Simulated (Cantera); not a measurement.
An isothermal, constant-pressure homogeneous reactor starts with CO : O₂ : H₂O : N₂ = 0.0053 : 0.0028 : 0.0032 : 1 (molar parts), at 1023 K and 0.133 bar. Integrator tolerance rtol = 1e-08.

Detailed kinetics in Cantera: GRI-Mech 3.0 (53 species, 325 reactions).

### Question
What does this change do: O2 0.0028 to 0.00056 parts?

### Answer
| quantity | before | after |
|---|---|---|
| x(CO) at 4.00 s | 2.55e-5 (gas-phase equilibrium 1.56e-10) | 0.00263 (gas-phase equilibrium 0.00245) |
| x(O₂) at 4.00 s | 0.000168 (gas-phase equilibrium 0.000148) | 2.19e-9 (gas-phase equilibrium <1e-12) |
| x(H₂O) at 4.00 s | 0.00316 (gas-phase equilibrium 0.00317) | 0.00166 (gas-phase equilibrium 0.00148) |
| x(CO₂) at 4.00 s | 0.00523 (gas-phase equilibrium 0.00525) | 0.00262 (gas-phase equilibrium 0.00280) |
| x(OH) at 4.00 s | 2.75e-6 (gas-phase equilibrium 8.60e-9) | 1.10e-7 (gas-phase equilibrium 1.08e-12) |
